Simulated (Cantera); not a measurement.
Input (Python, Cantera) and output of one run.

```python
import numpy as np
import cantera as ct

gas_names = [...]  # 109 gases of nasa_gas.yaml made of C, Cl, H, Si
cond_names = """
    C(gr) C6H6(L) C7H8(L) C8H18(L),n-octa Si(cr) Si(L) SiC(b)
""".split()


# ... load() reads the species with a 1 bar reference pressure and builds the phases ...
atoms = {
    'SiHCl3': {'Si': 1, 'H': 1, 'CL': 3},
    'H2': {'H': 2},
    'C2H2': {'C': 2, 'H': 2},
}
top_T = {'C(gr)': 4500, 'SiC(b)': 3050}  # K; cautious upper limits of use, not melting points


# ... equilibrate(T, P, feed) seeds the gas with the atoms and calls Mixture.equilibrate('TP', solver="vcs", rtol=1e-11, max_steps=5000) ...
results = []
feed = {'SiHCl3': 1, 'H2': 33, 'C2H2': 0.51}  # mol
T = 2423  # K
for P in [100, 220, 460, 1000, 2200, 4600, 10000, 22000, 46000, 100000]:
    mix = equilibrate(T, P, feed)
    results.append((T, P, feed, dict(zip(mix.species_names, mix.species_moles))))

top = {s: max(r[3][s] / sum(r[3][g] for g in gas_names) for r in results) for s in gas_names}
cols = sorted((s for s in top if top[s] > 1e-05), key=lambda s: -top[s])[:8]
seen = [c for c in cond_names if any(r[3].get(c, 0) > 1e-12 for r in results)]
print("log10 of partial pressures in bar; condensed amounts in mol")
print(f"{'P/Pa':>10s}" + "".join(f"{s[:9]:>10s}" for s in cols + seen))
for T, P, feed, n in results:
    ng = sum(n[g] for g in gas_names)
    print(f"{P:10.4g}" + "".join(f"{np.log10(max(n[s] / ng * P / 1e5, 1e-99)):10.3f}" for s in cols)
          + "".join(f"{n.get(c, 0):10.4g}" for c in seen))
```

It prints:

```
log10 of partial pressures in bar; condensed amounts in mol
      P/Pa        H2         H       HCL        CL        Si C2H2,acet      SiC2     SiCL2     C(gr)    SiC(b)
       100    -3.293    -3.398    -4.383    -4.636    -4.757    -5.404    -5.443    -7.452    0.2728         0
       220    -2.873    -3.188    -3.948    -4.411    -4.394    -4.985    -5.079    -6.639    0.2523         0
       460    -2.503    -3.003    -3.569    -4.217    -4.067    -4.614    -4.753    -5.925     0.237         0
      1000    -2.129    -2.816    -3.192    -4.026    -3.742    -4.240    -4.428    -5.219    0.2271         0
      2200    -1.761    -2.632    -2.827    -3.845    -3.437    -3.872    -4.122    -4.552    0.2236         0
      4600    -1.421    -2.462    -2.490    -3.678    -3.283    -3.532    -3.969    -4.064   0.06318    0.2441
     1e+04    -1.068    -2.285    -2.137    -3.502    -3.222    -3.302    -4.030    -3.650         0    0.5531
   2.2e+04    -0.715    -2.109    -1.786    -3.327    -3.157    -3.080    -4.096    -3.236         0    0.7015
   4.6e+04    -0.388    -1.945    -1.461    -3.166    -3.110    -2.846    -4.142    -2.866         0    0.7742
     1e+05    -0.046    -1.774    -1.121    -2.996    -3.076    -2.572    -4.176    -2.493         0    0.8143
```

Equilibrium computed with Cantera from the NASA thermochemical tables; the gas is ideal and each condensed phase is pure. The tables' values for SiCl, SiCl3 are old estimates; treat these amounts as uncertain. Gases not in the tables: Si2H6 and higher silanes.
